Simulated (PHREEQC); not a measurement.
# Silver or lead bath: an equilibrium model

Consider water at 45 °C with 0.00196 mol Pb(NO3)2, 0.0092 mol KBr and 0.0042 mol Na2SO4 per kg of water. Closed to the air; pH follows from the charge balance.

All values are PHREEQC results (ion-association model, phreeqc.dat), not measurements.

This is a speciation only: nothing precipitates in the calculation.

**Question.** Estimate the pH.

**Answer.** pH 5.53.

**Question.** In which forms is K present?

**Answer.** K+ 98 %, KSO4- 1.7 % of the K.

Examples of supersaturated solids here: Anglesite, Pb(OH)2. Others may be too. Constants without temperature data keep their 25 °C values here.
